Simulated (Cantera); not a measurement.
Feed: 1 mol V₂O₃, 4.6 mol H₂, 0.22 mol H₂O, equilibrated at 550 °C and 0.680 bar.

Method: chemical equilibrium by Gibbs-energy minimisation in Cantera with the NASA 1993 tables (ideal gas, pure condensed phases). Candidate condensed phases: H₂O, V, VO, V₂O₃, V₂O₄, V₂O₅; 12 gas species. Condensed phases not in the tables: the oxides between V₂O₃ and V₂O₅ other than VO₂. Equilibrium is a limit: real reactors are often held back by kinetics, nucleation or transport.

Base state: H₂ 0.954, H₂O 0.0456 (mole fractions); condensed: V₂O₃(s).

Problem. What changes in the equilibrium state with this change: V₂O₃ replaced by SiO₂?

Solution. 
```tsv
species	before	after
H₂	0.954	0.954
H₂O	0.0456	0.0456
V₂O₃(s), mol	1.00	0
SiO₂(α-quartz), mol	0	1.00
```
Further candidate phases: Si, SiO₂.
